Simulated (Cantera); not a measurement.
Hydrogen reduction and annealing atmospheres: V2O3 + H2

A closed system holds: 1 mol V2O3, a varied amount of H2, equilibrated at 0.360 bar.

Cantera equilibrium calculation (NASA polynomials, part measured and part estimated; ideal gas, pure solids and liquids). Candidate condensed phases: H2O, V, VO, V2O3, V2O4, V2O5; 12 gas species. Mutual solubility and eutectic melting of coexisting phases are not modelled. VO: taken at fixed stoichiometry. Condensed phases not in the tables: the oxides between V2O3 and V2O5 other than VO2. Equilibrium is a limit: real reactors are often held back by kinetics, nucleation or transport.

Stable condensed phases:

```
T in K \ n(H2) in mol
         2.7 4.9 8.8  16  28  51  91 160 290
   2000    A   A   A   A   A   B   B   B   B
   1925    A   A   A   A   A   B   B   B   B
   1850    A   A   A   A   A   A   B   B   B
   1775    A   A   A   A   A   A   B   B   B
   1700    A   A   A   A   A   A   A   B   B
   1625    A   A   A   A   A   A   A   B   B
   1550    A   A   A   A   A   A   A   A   B
   1475    A   A   A   A   A   A   A   A   A
   1400    A   A   A   A   A   A   A   A   A
   1325    A   A   A   A   A   A   A   A   A
   1250    A   A   A   A   A   A   A   A   A
```

A: VO + V2O3; B: VO.
